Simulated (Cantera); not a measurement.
Thermodynamics of iron carbonyl, mercury and lead vapours, feed PbO + O2 + H2

A closed system holds: 1 mol PbO, a varied amount of O2, 1.2 mol H2, held at 9.00 Torr.

Method: chemical equilibrium by Gibbs-energy minimisation in Cantera with the NASA 1993 tables (ideal gas, pure condensed phases). Candidate condensed phases: H2O, Pb, PbO, PbO2, Pb3O4; 12 gas species. Each liquid is taken as pure. Mutual solubility and eutectic melting of coexisting phases are not modelled. Kinetics and transport are ignored.

Q: Map the stable condensed phases over T = 550, 625, 700, 775, 850, 925, 1000, 1075, 1150 °C and n(O2) in mol = 0.049, 0.074, 0.11, 0.17, 0.25, 0.38, 0.56, 0.85, 1.3, 1.9, 2.9.

A: 
```
T in °C \ n(O2) in mol
         0.049 0.074  0.11  0.17  0.25  0.38  0.56  0.85   1.3   1.9   2.9
   1150      A     A     A     A     A     A     B     B     B     B     A
   1075      C     C     C     A     B     B     B     B     B     B     B
   1000      C     C     C     D     D     D     B     B     B     B     B
    925      C     C     D     D     D     D     D     B     B     B     B
    850      C     C     D     D     D     D     D     B     B     B     B
    775      C     C     D     D     D     D     D     B     B     B     B
    700      C     C     D     D     D     D     D     B     B     B     B
    625      C     C     D     D     D     D     D     B     B     B     B
    550      C     C     D     D     D     D     D     B     B     B     B
```
A: gas only; B: PbO; C: Pb; D: Pb + PbO.
